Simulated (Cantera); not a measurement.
## Roasting and sulfation: MgO + SO3 + N2

A closed system holds: 1 mol MgO, 2.4 mol SO3, 6.1 mol N2, equilibrated at 0.133 bar.

Cantera equilibrium calculation (NASA polynomials, part measured and part estimated; ideal gas, pure solids and liquids). Candidate condensed phases: Mg, MgO, MgS, MgSO4, S; 22 gas species. Rates play no part.

```
T (K)  log p N2  log p SO2  log p O2  log p SO3  log p NO  n MgSO4(s)  n MgO(s)
-----  --------  ---------  --------  ---------  --------  ----------  --------
1125      -1.00      -1.66     -1.96      -2.95     -5.07        1.00         0
1175      -1.00      -1.66     -1.96      -3.13     -4.88        1.00         0
1225      -1.08      -1.49     -1.79      -3.06     -4.67           0      1.00
1275      -1.08      -1.49     -1.79      -3.22     -4.52           0      1.00
1325      -1.08      -1.49     -1.79      -3.37     -4.37           0      1.00
1375      -1.08      -1.49     -1.79      -3.50     -4.24           0      1.00
1425      -1.08      -1.48     -1.79      -3.63     -4.12           0      1.00
1475      -1.08      -1.48     -1.79      -3.75     -4.01           0      1.00
1525      -1.08      -1.48     -1.79      -3.86     -3.90           0      1.00
1575      -1.08      -1.48     -1.79      -3.96     -3.80           0      1.00
1625      -1.08      -1.48     -1.79      -4.06     -3.71           0      1.00
1675      -1.08      -1.48     -1.79      -4.15     -3.62           0      1.00
```
log p: log10 of the partial pressure in bar; n: condensed amount in mol.

From 1125 K to 1175 K the condensed part is MgSO4(s). From 1225 K to 1675 K the condensed part is MgO(s).
